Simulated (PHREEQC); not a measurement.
Consider water at 55 °C with 0.0029 mol/kgw H2S, 0.02 mol/kgw NaHCO3 and 0.00012 mol/kgw MnCl2. Closed to the air; pH follows from the charge balance.

Model: ion-association model, wateq4f.dat, run in PHREEQC.

**Question.** The ionic strength comes out as 0.0200 mol/kgw. What activity coefficients do Cl-, CO3-2, HCO3-, Na+, OH- get?

**Answer.** Cl- 0.86, CO3-2 0.57, HCO3- 0.87, Na+ 0.86, OH- 0.86.

Precipitation was switched off in this run. The solution is supersaturated, for example in Rhodochrosite, so a real one may precipitate; this is no full list. Away from 25 °C the constants follow the database's enthalpies or fits; those with neither stay at their 25 °C values. The polysulfide entries of wateq4f.dat were taken out for this run.
